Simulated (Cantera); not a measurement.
A closed system holds: 1 mol borazine, 7.7 mol H2O, equilibrated at 2.93 Torr.

Method: chemical equilibrium by Gibbs-energy minimisation in Cantera with the NASA 1993 tables (ideal gas, pure condensed phases). Candidate condensed phases: B, BN, B2O3, B3O3H3, H2O; 39 gas species. The feed counts by its element totals alone. Gases not in the tables: H3BO3. The numbers say what is thermodynamically allowed, not how fast it happens.

x: gas mole fraction; n: condensed amount in mol.

```tsv
T (°C)	x H2	x H2O	x HBO2	x N2	x H	x B2O3	n B2O3(l)
1052	0.605	0.242	0.0325	0.121	2.04e-5	9.40e-5	1.30
1152	0.587	0.207	0.0875	0.117	8.37e-5	0.00110	0.926
1252	0.552	0.144	0.183	0.111	0.000281	0.00919	0.127
1352	0.546	0.138	0.191	0.109	0.000835	0.0134	0
1452	0.544	0.141	0.186	0.109	…	…	0
1552	0.541	0.144	0.181	0.109	0.00519	0.0176	0
1652	0.535	0.146	0.175	0.109	…	0.0193	0
1752	0.525	0.148	0.168	0.108	0.0223	0.0207	0
1852	0.508	0.150	0.159	0.107	0.0414	0.0213	0
```

Q: Complete the blanks.

A: 
- 1652, x H: 0.0112
- 1452, x H: 0.00219
- 1452, x B2O3: 0.0156
